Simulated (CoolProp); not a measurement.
Vapour-liquid equilibrium of R134a (1) + R245fa (2) at 7.55 °C; x and y are mole fractions of (1).

Model: multi-fluid Helmholtz-energy mixture model, Tillner-Roth 1994 and Akasaka 2015; pair parameters Akasaka 2014, in CoolProp.

```tsv
x	bubble pressure (kPa)	y at the bubble point	dew pressure at overall composition x (kPa)	liquid density (mol/L)
0.05	89.32	0.204	…	10.43
0.15	119.2	0.458	84.82	10.64
0.25	148.9	0.611	93.61	…
0.35	…	0.714	104.4	11.04
0.45	208.6	0.789	118.0	11.24
0.55	238.9	0.846	135.5	11.45
0.65	269.5	0.892	159.0	11.65
0.75	300.8	0.930	191.9	11.87
0.85	332.6	0.961	241.0	…
0.95	365.2	0.988	…	12.32
```

### Question
Complete the blanks.

### Answer

- 0.05, dew pressure at overall composition x (kPa): 77.52
- 0.25, liquid density (mol/L): 10.84
- 0.35, bubble pressure (kPa): 178.7
- 0.85, liquid density (mol/L): 12.09
- 0.95, dew pressure at overall composition x (kPa): 320.8

No azeotrope shows between x = 0.05 and 0.95.

The pair parameters rest on a limited set of measurements; away from them the model extrapolates.
